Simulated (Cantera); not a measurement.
Input: 1 mol SiHCl3, 0.046 mol C2H4, 9.1 mol H2, held at 450 Torr.

Equilibrium computed with Cantera from the NASA thermochemical tables; the gas is ideal and each condensed phase is pure. Candidate condensed phases: C, C6H6, C7H8, C8H18, Si, SiC; 109 gas species. Mutual solubility and eutectic melting of coexisting phases are not modelled. Gases not in the tables: Si2H6 and higher silanes. Rates play no part.

Over these rows the condensed part is Si(l) + SiC(s). Partial pressures as log10 of bar:

| T (K) | 1000/T (1/K) | log p SiHCl3 | log p H2 | log p HCl | log p SiCl2 |
|---|---|---|---|---|---|
| 1900 | 0.5263 | -3.84 | -0.32 | -1.09 | -1.43 |
| 2000 | 0.5000 | -4.14 | -0.32 | -1.07 | -1.44 |
| 2100 | 0.4762 | -4.41 | -0.32 | -1.06 | -1.46 |
| 2200 | 0.4545 | ? | -0.33 | -1.04 | -1.48 |
| 2300 | 0.4348 | -4.90 | -0.33 | -1.04 | -1.49 |
| 2400 | 0.4167 | -5.12 | -0.34 | -1.03 | -1.52 |

Fit log p(SiHCl3) = a + b·(1000/T) to the five rows, give the apparent enthalpy, and predict the row at 2200 K.

Means: 1000/T = 0.4708, log p = -4.482. Sxy = 0.095570, Sxx = 0.0081849, so b = 11.68 and a = -4.482 − (11.68)×0.4708 = -9.98.
Apparent enthalpy: −19.145 × (11.68) = -224 kJ/mol. With the condensed phases at unit activity, Si(l) + 3 HCl(g) = SiHCl3(g) + H2(g) links this pressure to the main gases: over the six rows their terms move log p by +0.20 in all, so the slope isn't that reaction's ΔH° alone. The five rows lie within 0.01 of the line.
Prediction at 2200 K: -9.98 + (11.68)×0.4545 = -4.67. The computed value is -4.66, 0.01 from the line.
